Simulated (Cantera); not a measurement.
A perfectly stirred reactor is fed with CH₄ : C₂H₆ : C₃H₈ : O₂ : N₂ = 1 : 0.15 : 0.21 : 2.1 : 7.91 (molar parts), equivalence ratio 1.7, at 310000 Pa; it is adiabatic with a 400 K inlet, and is followed from long to short residence time, starting on the burning branch (τ in s: 0.027, 0.014, 0.0075, 0.0039, 0.0021, 0.0011, 0.00058, 0.0003, 0.00016, 8.4e-05, 4.4e-05, 2.3e-05).

Detailed kinetics in Cantera: GRI-Mech 3.0 (53 species, 325 reactions). GRI-Mech 3.0 was tuned for natural gas; its chemistry of propane as a main component is partial and can be far from experiment.

What does this change do: pressure from 310000 Pa to 101000 Pa?


```tsv
quantity	before	after
blow-out, bracketed by the residence times tried	burning at 0.580 ms, out at 0.300 ms	burning at 1.10 ms, out at 0.580 ms
x(CH₄) at τ = 27.0 ms	0.00633	0.00456
x(C₂H₆) at τ = 27.0 ms	9.50e-6	9.71e-6
x(C₃H₈) at τ = 27.0 ms	1.12e-6	2.00e-6
x(H₂) at τ = 27.0 ms	0.0819	0.0867
x(CH₃) at τ = 27.0 ms	0.000284	0.000471
x(CH₄) at τ = 0.580 ms	0.0189	0.0880
x(C₂H₆) at τ = 0.580 ms	0.000714	0.0132
x(C₃H₈) at τ = 0.580 ms	0.000147	0.0185
x(H₂) at τ = 0.580 ms	0.0587	<1e-12
x(CH₃) at τ = 0.580 ms	0.00104	<1e-12
```

What does this change do: inlet temperature 400 to 575 K?


| quantity | before | after |
|---|---|---|
| blow-out, bracketed by the residence times tried | burning at 0.580 ms, out at 0.300 ms | burning at 0.300 ms, out at 0.160 ms |
| x(CH₄) at τ = 27.0 ms | 0.00633 | 0.00317 |
| x(C₂H₆) at τ = 27.0 ms | 9.50e-6 | 2.34e-6 |
| x(C₃H₈) at τ = 27.0 ms | 1.12e-6 | 5.18e-7 |
| x(H₂) at τ = 27.0 ms | 0.0819 | 0.0948 |
| x(CH₃) at τ = 27.0 ms | 0.000284 | 0.000250 |
| x(CH₄) at τ = 0.580 ms | 0.0189 | 0.00888 |
| x(C₂H₆) at τ = 0.580 ms | 0.000714 | 9.27e-5 |
| x(C₃H₈) at τ = 0.580 ms | 0.000147 | 2.25e-5 |
| x(H₂) at τ = 0.580 ms | 0.0587 | 0.0698 |
| x(CH₃) at τ = 0.580 ms | 0.00104 | 0.00144 |
